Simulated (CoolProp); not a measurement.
Vapour-liquid equilibrium of R143a (1) + R1234yf (2) at 868 kPa; x and y are mole fractions of (1).

The numbers come from the multi-fluid Helmholtz-energy mixture model, Lemmon and Jacobsen 2000 and Lemmon 2022; pair parameters Bell 2016 in CoolProp.

```json
[
 {"x": "0.05", "bubble temperature (K)": "305.4", "y at the bubble point": "0.080", "dew temperature at overall composition x (K)": "306.0", "liquid density (mol/L)": "9.394"},
 {"x": "0.2", "bubble temperature (K)": "301.0", "y at the bubble point": "0.291", "dew temperature at overall composition x (K)": "302.9", "liquid density (mol/L)": "9.735"},
 {"x": "0.35", "bubble temperature (K)": "297.1", "y at the bubble point": "0.467", "dew temperature at overall composition x (K)": "299.7", "liquid density (mol/L)": "10.08"},
 {"x": "0.5", "bubble temperature (K)": "293.7", "y at the bubble point": "0.617", "dew temperature at overall composition x (K)": "296.4", "liquid density (mol/L)": "10.43"},
 {"x": "0.65", "bubble temperature (K)": "290.7", "y at the bubble point": "0.748", "dew temperature at overall composition x (K)": "293.0", "liquid density (mol/L)": "10.80"},
 {"x": "0.8", "bubble temperature (K)": "287.9", "y at the bubble point": "0.863", "dew temperature at overall composition x (K)": "289.4", "liquid density (mol/L)": "11.18"},
 {"x": "0.95", "bubble temperature (K)": "285.3", "y at the bubble point": "0.967", "dew temperature at overall composition x (K)": "285.7", "liquid density (mol/L)": "11.57"}
]
```

No azeotrope shows between x = 0.05 and 0.95.

The pair parameters rest on a limited set of measurements; away from them the model extrapolates.
